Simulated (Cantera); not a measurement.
Cantera run:

```python
import numpy as np
import cantera as ct

gas_names = """
    Fe FeO N NO NO2 NO3 N2 N2O O O2 O3
""".split()
cond_names = """
    Fe(a) Fe(c) Fe(d) Fe(L) FeO(s) FeO(L) Fe2O3(s) Fe3O4(s)
""".split()


# ... load() reads the species with a 1 bar reference pressure and builds the phases ...
atoms = {
    'Fe2O3': {'Fe': 2, 'O': 3},
    'O2': {'O': 2},
    'N2': {'N': 2},
}
top_T = {'Fe2O3(s)': 1830, 'Fe3O4(s)': 1870}  # K; cautious upper limits of use, not melting points


# ... equilibrate(T, P, feed) seeds the gas with the atoms and calls Mixture.equilibrate('TP', solver="vcs", rtol=1e-11, max_steps=5000) ...
results = []
feed = {'Fe2O3': 1, 'O2': 5.1, 'N2': 6.1}  # mol
T = 1725  # K
P = 10000  # Pa
mix = equilibrate(T, P, feed)
results.append((T, P, feed, dict(zip(mix.species_names, mix.species_moles))))
print(gas.report(threshold=1e-06))
for i in range(1, mix.n_phases):
    print(f"{mix.phase(i).name:16s} {mix.phase_moles(i):12.5e} mol")
```

Output:

```
       temperature   1725 K
          pressure   10000 Pa
           density   0.020818 kg/m^3
  mean mol. weight   29.858 kg/kmol
   phase of matter   gas

                          1 kg             1 kmol
                     ---------------   ---------------
          enthalpy        1.6026e+06        4.7851e+07  J
   internal energy        1.1222e+06        3.3508e+07  J
           entropy              9361         2.795e+05  J/K
    Gibbs function       -1.4545e+07       -4.3429e+08  J
 heat capacity c_p            1212.8             36212  J/K
 heat capacity c_v            934.33             27897  J/K

                      mass frac. Y      mole frac. X     chem. pot. / RT
                     ---------------   ---------------   ---------------
                NO          0.003909         0.0038898           -30.353
               NO2         8.343e-06        5.4148e-06           -46.016
                N2           0.50165           0.53468           -29.381
                 O        6.6796e-05        0.00012466           -15.663
                O2           0.49436            0.4613           -31.325
     [   +6 minor]        3.1091e-07        1.5283e-07

Fe(d)             0.00000e+00 mol
FeO(L)            0.00000e+00 mol
Fe2O3(s)          0.00000e+00 mol
Fe3O4(s)          6.66666e-01 mol
```

Cantera equilibrium calculation (NASA polynomials, part measured and part estimated; ideal gas, pure solids and liquids).
